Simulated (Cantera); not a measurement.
Charge: 1 mol MgO, 2.8 mol C, 5.3 mol H2, held at 1352 °C and 44.0 mbar.

Method: chemical equilibrium by Gibbs-energy minimisation in Cantera with the NASA 1993 tables (ideal gas, pure condensed phases). Candidate condensed phases: C, C6H6, C7H8, C8H18, H2O, Mg, MgCO3, MgO, Mg(OH)2; 116 gas species. The tables' values for MgH are old estimates; treat these amounts as uncertain. Rates play no part.

**Question.** What is the equilibrium state?

**Answer.** 
| Item | Result |
|---|---|
| x(H2) | 0.766 |
| x(CO) | 0.117 |
| x(Mg) | 0.117 |
| x(H) | 0.000294 |
| x(MgH) | 0.000251 |
| x(CH4) | 3.79e-5 |
| x(C2H2 (acetylene)) | 2.72e-5 |
| x(H2O) | 2.95e-6 |
| n(C(graphite)) | 1.99 mol |
| n(MgO(s)) | 0.191 mol |
| gas amount | 6.918 mol |
| log10 activity of Mg(l) (absent) | -3.07 |
